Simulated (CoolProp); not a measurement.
The fluoroketone C6F12O (FK-5-1-12) at several states: Z from the reference equation and from simpler models built on Tc = 441.8 K, pc = 1.869 MPa, ω = 0.471; each cubic takes its own stable root.

Computed with CoolProp (reference Helmholtz-energy equation of state, McLinden 2015).

```csv
T (K),p (MPa),phase,reference
397.4,0.0719,gas,0.9799
196.4,0.0395,liquid,0.004057
303.5,0.0165,gas,0.9875
480.2,11,supercritical,0.7757
488.6,0.111,gas,0.9857
```

Question: How far does each simpler model (van der Waals, Redlich-Kwong, Soave-Redlich-Kwong, Peng-Robinson) lie from the reference over these 5 states: mean and median of the absolute difference, and the worst?

Answer: 
- van der Waals: mean 20.7 %, median 0.6 %, worst +73.5 % at 196.4 K and 0.0395 MPa
- Redlich-Kwong: mean 4.1 %, median 0.4 %, worst +16.6 % at 196.4 K and 0.0395 MPa
- Soave-Redlich-Kwong: mean 3.9 %, median 0.2 %, worst +12.5 % at 196.4 K and 0.0395 MPa
- Peng-Robinson: mean 0.8 %, median 0.2 %, worst -3.4 % at 480.2 K and 11 MPa
